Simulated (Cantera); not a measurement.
## Thermodynamics of tantalum, niobium, vanadium and zirconium in process gases, feed V + NH₃ + H₂

A closed system holds: 1 mol V, 0.5 mol NH₃, 44 mol H₂, at 1973.15 K.

Equilibrium computed with Cantera from the NASA thermochemical tables; the gas is ideal and each condensed phase is pure. Candidate condensed phases: V, VN; 11 gas species. Mutual solubility and eutectic melting of coexisting phases are not modelled. VN: taken at fixed stoichiometry. Condensed phases not in the tables: V₂N, N, O or C dissolved in the metal. Kinetics and transport are ignored.

```tsv
P (Pa)	log p H₂	log p H	log p V	log p N₂	log p NH₃	n V(s)	n VN(s)
0.100	-6.56	-6.15	-7.85	-8.45	<-18	0	0
1	-5.20	-5.47	-6.74	-7.35	-16.14	0	0
10	-4.07	-4.90	-5.82	-6.29	-13.92	0.255	0
100	-3.02	-4.38	-5.82	-5.27	-11.84	0.930	0
1000	-2.01	-3.87	-5.82	-4.26	-9.82	0.993	0
10000	-1.00	-3.37	-5.82	-3.26	-7.81	0.999	0
100000	0.00	-2.87	-5.82	-2.85	-6.11	0.626	0.374
1000000	1.00	-2.37	-5.82	-2.85	-4.60	0.513	0.487
```
log p: log10 of the partial pressure in bar; n: condensed amount in mol.

From 0.100 Pa to 1.00 Pa nothing is condensed. From 10.0 Pa to 0.100 bar the condensed part is V(s). From 1.00 bar to 10.0 bar the condensed part is V(s) + VN(s). The main V-bearing gas is V throughout.
